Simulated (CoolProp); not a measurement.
The numbers come from the reference Helmholtz-energy equation of state, Lemmon 2006 in CoolProp. It is a short technical equation, of lower accuracy than the large ones.

### Question
For R142b, give the phase and the density (kg/m³), cp (kJ/(kg K)), cv (kJ/(kg K)), isothermal compressibility (1/MPa) at 364.3 K and 0.253 MPa; 364.3 K and 1.65 MPa.

### Answer
- 364.3 K and 0.253 MPa: gas; density 8.68, cp 0.962, cv 0.865, isothermal compressibility 4.09
- 364.3 K and 1.65 MPa: gas; density 74.8, cp 1.31, cv 0.963, isothermal compressibility 0.925
